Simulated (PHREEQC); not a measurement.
Consider water at 20 °C with 0.015 mol TMAH, 0.00078 mol H4SiO4, 0.022 mol K2CO3 and 0.01 mol H3PO4 per kg of water. Closed to the air; pH follows from the charge balance.

Computed with PHREEQC (ion-association model, wateq4f.dat).

This is a speciation only: nothing precipitates in the calculation.

Problem. Predict the pH.

Solution. pH 10.48.

Problem. In which forms is Si present?

Solution. H3SiO4- 83 %, H4SiO4 17 % of the Si.

The solution is supersaturated, for example in Quartz (slow to form), so a real one may precipitate; this is no full list. (CH3)4N+ isn't in the database: it is added as a free cation with an ion size of 4 Å. H3PO4, which wateq4f.dat lacks, is added to it with the constant of phreeqc.dat.
